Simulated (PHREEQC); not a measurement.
Consider water at 28 °C with 0.044 mol/kgw FeSO4, 5.8e-05 mol/kgw H3AsO4, 6.4e-06 mol/kgw NaF and 0.0022 mol/kgw NaCl. Closed to the air; pH follows from the charge balance.

Equilibrium calculation in PHREEQC: ion-association model, wateq4f.dat.

This is a speciation only: nothing precipitates in the calculation.

### Question
Estimate the pH, ionic strength.

### Answer
pH 4.66; ionic strength 0.107 mol/kgw.

### Question
In which forms is S present?

### Answer
SO4-2 59 %, FeSO4 40 % of the S.

Complexes and solids missing from the database can't appear. Fluoro complexes past AlF4- and FeF3 are missing from the database.
